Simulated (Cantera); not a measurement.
An isothermal, constant-pressure homogeneous reactor starts with NH3 : N2 = 0.18 : 0.32 (molar parts), at 1500 K and 750 Torr.

Model: the gas-phase N/H chemistry of the illustrative SiF4/NH3 mechanism in the Surface Chemkin manual (1991), integrated in Cantera. Walls and surfaces, which speed up NH3 decomposition in real reactors, are not modelled.

**Question.** Predict: x(NH3) at 40.0 s; x(N2H4) at 40.0 s; x(N2) at 40.0 s; x(H2) at 40.0 s; x(NH2) at 40.0 s.

**Answer.** 
- x(NH3) at 40.0 s = 0.174 (gas-phase equilibrium 1.19e-5)
- x(N2H4) at 40.0 s = 1.66e-8 (gas-phase equilibrium <1e-12)
- x(N2) at 40.0 s = 0.621 (gas-phase equilibrium 0.603)
- x(H2) at 40.0 s = 0.205 (gas-phase equilibrium 0.397)
- x(NH2) at 40.0 s = 1.22e-5 (gas-phase equilibrium 7.36e-10)
